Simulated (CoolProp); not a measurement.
Properties of fluoroethane (R161) along the isotherm 176.85 °C (Tc = 102.1 °C, pc = 5.010 MPa, ω = 0.216).

Computed with CoolProp (reference Helmholtz-energy equation of state, Wu 2012).

| p (MPa) | phase | isothermal compressibility (1/MPa) | expansivity (1/kK) | fugacity coefficient |
|---|---|---|---|---|
| 0.357 | gas | 2.841 | 2.328 | 0.9862 |
| 0.714 | gas | 1.441 | 2.440 | 0.9725 |
| 1.07 | gas | 0.9760 | 2.560 | 0.9590 |
| 1.43 | gas | 0.7417 | 2.689 | 0.9455 |
| 1.79 | gas | 0.6021 | 2.827 | 0.9322 |
| 2.14 | gas | 0.5117 | 2.971 | 0.9193 |
| 2.5 | gas | 0.4455 | 3.129 | 0.9062 |
| 2.86 | gas | 0.3963 | 3.299 | 0.8933 |
| 3.21 | gas | 0.3593 | 3.476 | 0.8808 |
| 3.57 | gas | 0.3291 | 3.672 | 0.8682 |
| 3.93 | gas | 0.3047 | 3.882 | 0.8556 |
| 4.29 | gas | 0.2846 | 4.108 | 0.8432 |
| 4.64 | gas | 0.2684 | 4.345 | 0.8313 |
| 5 | gas | 0.2542 | 4.608 | 0.8191 |
